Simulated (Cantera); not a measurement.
Feed: 1 mol Fe3O4, 4.6 mol CO, 0.36 mol H2, at 2700 Pa.

These are equilibrium values from Cantera (NASA tables, ideal gas, pure condensed phases), not measurements of a reactor. Candidate condensed phases: C, C6H6, C7H8, C8H18, Fe, Fe(CO)5, FeO, Fe(OH)2, Fe(OH)3, Fe2O3, Fe3O4, H2O; 114 gas species. The tables' stoichiometric FeO is somewhat more stable than real wüstite, so its field is too wide. FeO: taken at fixed stoichiometry. Kinetics and transport are ignored.

**Question.** What share of the Fe ends up in condensed phases as a function of T (K), at 1748, 1823, 1898, 1973, 2048, 2123, 2198, 2273, 2348, 2423?

**Answer.** 
| T (K) | Fe condensed (%) | as |
|---|---|---|
| 1748 | 100.0 | FeO(l) |
| 1823 | 99.9 | FeO(l) |
| 1898 | 99.7 | FeO(l) |
| 1973 | 99.2 | FeO(l) |
| 2048 | 98.3 | FeO(l) |
| 2123 | 96.6 | FeO(l) |
| 2198 | 93.8 | FeO(l) |
| 2273 | 89.4 | FeO(l) |
| 2348 | 82.9 | FeO(l) |
| 2423 | 73.2 | FeO(l) |
